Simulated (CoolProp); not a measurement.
CH2F2 (R32) along the isobar 4.1 MPa: density (kg/m³) from the reference equation and from simpler models built on Tc = 78.1 °C, pc = 5.783 MPa, ω = 0.277; each cubic takes its own stable root.

Model: reference Helmholtz-energy equation of state, Tillner-Roth 1997, in CoolProp.

| T (°C) | phase | reference |
|---|---|---|
| -98.85 | liquid | 1340 |
| -72.75 | liquid | 1275 |
| -46.65 | liquid | 1206 |
| -20.65 | liquid | 1132 |
| 5.45 | liquid | 1049 |
| 31.55 | liquid | 948.0 |
| 57.55 | liquid | 799.4 |
| 83.65 | gas | 104.5 |
| 109.75 | gas | 86.20 |
| 135.75 | gas | 75.38 |
| 161.85 | gas | 67.75 |

### Question
How far does each simpler model (Redlich-Kwong, Soave-Redlich-Kwong, Peng-Robinson) lie from the reference over these 11 states: mean and median of the absolute difference, and the worst?

### Answer
- Redlich-Kwong: mean 17.4 %, median 24.6 %, worst -32.7 % at 57.55 °C and 4.1 MPa
- Soave-Redlich-Kwong: mean 16.0 %, median 21.9 %, worst -28.1 % at 57.55 °C and 4.1 MPa
- Peng-Robinson: mean 8.8 %, median 11.9 %, worst -18.9 % at 57.55 °C and 4.1 MPa
